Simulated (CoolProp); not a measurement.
Vapour pressure (MPa) of R11: the reference equation beside estimates from Tc = 471.1 K, pc = 4.408 MPa, ω = 0.189. Clausius-Clapeyron is anchored at 326.7 K with a constant enthalpy of vaporisation of 23.31 kJ/mol.

The numbers come from the reference Helmholtz-energy equation of state, Jacobsen 1992 in CoolProp.

| T (K) | reference | Clausius-Clapeyron | Redlich-Kwong |
|---|---|---|---|
| 295 | 0.09482 | 0.1040 | 0.1394 |
| 302.9 | 0.1249 | 0.1333 | 0.1800 |
| 310.8 | 0.1619 | 0.1687 | 0.2289 |
| 318.8 | 0.2075 | 0.2115 | 0.2877 |
| 326.7 | 0.2616 | 0.2616 | 0.3559 |
| 334.7 | 0.3268 | 0.3212 | 0.4362 |
| 342.6 | 0.4025 | 0.3896 | 0.5275 |
| 350.5 | 0.4906 | 0.4686 | 0.6316 |
| 358.5 | 0.5939 | 0.5601 | 0.7511 |
| 366.4 | 0.7110 | 0.6630 | 0.8838 |
| 374.4 | 0.8462 | 0.7808 | 1.034 |
| 382.3 | 0.9974 | 0.9114 | 1.199 |

Absolute difference from the reference over all 12 rows, mean and median: Clausius-Clapeyron 5.1 and 5.1 %, Redlich-Kwong 32.8 and 32.3 %.
